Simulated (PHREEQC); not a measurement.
Make-up at 90 °C: 0.00096 mol ZnSO4, 0.033 mol NiCl2, 0.0046 mol NaF and 0.00014 mol NaCl per kg of water. It is in equilibrium with CO2 at log p = -3.5 (atm). Otherwise closed; pH follows from the charge balance.

The numbers come from PHREEQC with the ion-association model, wateq4f.dat.

This is a speciation only: nothing precipitates in the calculation.

**Question.** Order these C species by the share of C that they hold, largest first: CO2, NiCO3, ZnHCO3+, HCO3-, NiHCO3+.

**Answer.** CO2 (53 %), NiCO3 (19 %), NiHCO3+ (16 %), HCO3- (12 %), ZnHCO3+ (0.30 %)

The pH is 5.60 and the ionic strength 0.0998 mol/kgw. Away from 25 °C the constants follow the database's enthalpies or fits; those with neither stay at their 25 °C values.
